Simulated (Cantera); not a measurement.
A closed system holds: 1 mol SiH₂Cl₂, 400 mol H₂, 0.18 mol C₂H₄, at 1302 °C and 473 Torr.

Method: chemical equilibrium by Gibbs-energy minimisation in Cantera with the NASA 1993 tables (ideal gas, pure condensed phases). Candidate condensed phases: C, C₆H₆, C₇H₈, C₈H₁₈, Si, SiC; 109 gas species. Mutual solubility and eutectic melting of coexisting phases are not modelled. Equilibrium is a limit: real reactors are often held back by kinetics, nucleation or transport.

Base state: H₂ 0.995, HCl 0.00481, SiCl₂ 7.88e-5, H 5.22e-5, CH₄ 1.09e-5 (mole fractions); condensed: Si(s) + SiC(s).

What changes in the equilibrium state with this change: SiH₂Cl₂ replaced by CH₃SiH₃?


```
species            before     after
----------------  -------  --------
H₂                  0.995     0.999
CH₄               1.09e-5  0.000866
H                 5.22e-5   5.23e-5
HCl               0.00481         0
SiCl₂             7.88e-5         0
C₂H₂ (acetylene)  1.95e-9   1.21e-5
Si(s), mol          0.610         0
SiC(s), mol         0.356     1.000
```
The feed counts by its element totals alone.

What changes in the equilibrium state with this change: temperature from 1302 °C to 675 °C?


| species | before | after |
|---|---|---|
| H₂ | 0.995 | 0.997 |
| HCl | 0.00481 | 0.00190 |
| SiHCl₃ | 2.06e-7 | 0.000587 |
| H | 5.22e-5 | <1e-9 |
| SiCl₄ | 7.48e-9 | 0.000248 |
| SiH₂Cl₂ | 9.41e-7 | 0.000140 |
| SiCl₂ | 7.88e-5 | 5.53e-6 |
| CH₄ | 1.09e-5 | 2.59e-5 |
| Si(s), mol | 0.610 | 0.250 |
| SiC(s), mol | 0.356 | 0.350 |
